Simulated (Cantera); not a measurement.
Cantera run:

```python
import numpy as np
import cantera as ct

gas_names = """
    Fe H H2 N NH NH2 NH3 N2 N2H2 N2H4
""".split()
cond_names = """
    Fe(a) Fe(c) Fe(d) Fe(L)
""".split()


# ... load() reads the species with a 1 bar reference pressure and builds the phases ...
atoms = {
    'Fe': {'Fe': 1},
    'NH3': {'N': 1, 'H': 3},
    'H2': {'H': 2},
}
top_T = {}  # K; cautious upper limits of use, not melting points


# ... equilibrate(T, P, feed) seeds the gas with the atoms and calls Mixture.equilibrate('TP', solver="vcs", rtol=1e-11, max_steps=5000) ...
results = []
feed = {'Fe': 1, 'NH3': 0.52, 'H2': 2.2}  # mol
P = 101325  # Pa
for T in [600, 700, 800, 900, 1000, 1100, 1200, 1300, 1400, 1500, 1600, 1700, 1800, 1900]:
    mix = equilibrate(T, P, feed)
    results.append((T, P, feed, dict(zip(mix.species_names, mix.species_moles))))
    x = sorted(zip(gas.X, gas.species_names), reverse=True)
    print(f"T = {T:g} K  P = {P:g} Pa  gas = {mix.phase_moles(0):.4g} mol")
    print("   x: " + "  ".join(f"{s} {v:.3e}" for v, s in x if v > 0.001))
    print("   condensed (mol): " + ("  ".join(f"{mix.phase(i).name} {mix.phase_moles(i):.4g}"
          for i in range(1, mix.n_phases) if mix.phase_moles(i) > 1e-12) or "none"))
```

Result:

```
T = 600 K  P = 101325 Pa  gas = 3.207 mol
   x: H2 9.139e-01  N2 7.599e-02  NH3 1.015e-02
   condensed (mol): Fe(a) 1
T = 700 K  P = 101325 Pa  gas = 3.232 mol
   x: H2 9.184e-01  N2 7.926e-02  NH3 2.352e-03
   condensed (mol): Fe(a) 1
T = 800 K  P = 101325 Pa  gas = 3.238 mol
   x: H2 9.193e-01  N2 7.993e-02
   condensed (mol): Fe(a) 1
T = 900 K  P = 101325 Pa  gas = 3.239 mol
   x: H2 9.196e-01  N2 8.012e-02
   condensed (mol): Fe(a) 1
T = 1000 K  P = 101325 Pa  gas = 3.24 mol
   x: H2 9.197e-01  N2 8.019e-02
   condensed (mol): Fe(a) 1
T = 1100 K  P = 101325 Pa  gas = 3.24 mol
   x: H2 9.197e-01  N2 8.021e-02
   condensed (mol): Fe(a) 1
T = 1200 K  P = 101325 Pa  gas = 3.24 mol
   x: H2 9.197e-01  N2 8.023e-02
   condensed (mol): Fe(c) 1
T = 1300 K  P = 101325 Pa  gas = 3.24 mol
   x: H2 9.197e-01  N2 8.023e-02
   condensed (mol): Fe(c) 1
T = 1400 K  P = 101325 Pa  gas = 3.24 mol
   x: H2 9.197e-01  N2 8.024e-02
   condensed (mol): Fe(c) 1
T = 1500 K  P = 101325 Pa  gas = 3.24 mol
   x: H2 9.197e-01  N2 8.024e-02
   condensed (mol): Fe(c) 1
T = 1600 K  P = 101325 Pa  gas = 3.24 mol
   x: H2 9.197e-01  N2 8.024e-02
   condensed (mol): Fe(c) 1
T = 1700 K  P = 101325 Pa  gas = 3.24 mol
   x: H2 9.196e-01  N2 8.024e-02
   condensed (mol): Fe(d) 1
T = 1800 K  P = 101325 Pa  gas = 3.241 mol
   x: H2 9.194e-01  N2 8.023e-02
   condensed (mol): Fe(d) 0.9999
T = 1900 K  P = 101325 Pa  gas = 3.242 mol
   x: H2 9.189e-01  N2 8.021e-02
   condensed (mol): Fe(L) 0.9996
```

Equilibrium computed with Cantera from the NASA thermochemical tables; the gas is ideal and each condensed phase is pure. Condensed phases not in the tables: Fe4N.
